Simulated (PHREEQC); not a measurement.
Solution (25 °C): 0.019 mol HF, 0.032 mol NaF and 0.00028 mol H3PO4 per kg of water. Closed to the air; pH follows from the charge balance.

Equilibrium calculation in PHREEQC: ion-association model, wateq4f.dat.

```csv
quantity,before,after
pH,3.38,3.39
F- (mol/kgw),0.0300,0.0157
HF (mol/kgw),0.0157,0.00832
HF2- (mol/kgw),0.00182,0.000503
H2F2 (mol/kgw),0.000645,0.000181
```

**Question.** Name the change that produced these shifts.
(A) HF replaced by H2SiF6 at the same molality
(B) diluted 2-fold with water
(C) NaF from 0.032 to 0.048 mol/kgw
(D) H3PO4 from 0.00028 to 0.00056 mol/kgw
(E) H3PO4 from 0.00028 to 0.00042 mol/kgw

**Answer.** B, diluted 2-fold with water

No solid was allowed to form. H3PO4, which wateq4f.dat lacks, is added to it with the constant of phreeqc.dat.
